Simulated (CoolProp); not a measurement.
A single-stage vapour-compression cycle with the fluid: evaporating at 219.15 K (dew point), condensing at 287.15 K (bubble point), superheat 5 K, subcooling 2 K, compressor efficiency 0.6, no pressure losses. The same conditions are run with several fluids, on thermodynamics alone (safety and materials aside).

Values from CoolProp's reference Helmholtz-energy equation of state of each fluid (isobutane: Bücker 2006; R227EA: Lemmon 2016; isobutene: Lemmon 2005; hydrogen sulfide: Lemmon 2006; R152A: Outcalt 1996; R22: Kamei 1995).

```tsv
fluid	cooling COP	pressure ratio	discharge temperature (K)	refrigerating effect (kJ/kg)	volumetric capacity (kJ/m³)
isobutane	1.48	18.8	339.5	262	110
R227EA	1.30	22.7	311.2	79.3	103
isobutene	1.51	21.3	353.8	296	90.8
hydrogen sulfide	1.42	11.0	508.2	409	1060
R152A	1.50	19.6	389.5	251	196
R22	1.46	14.7	404.2	170	421
```
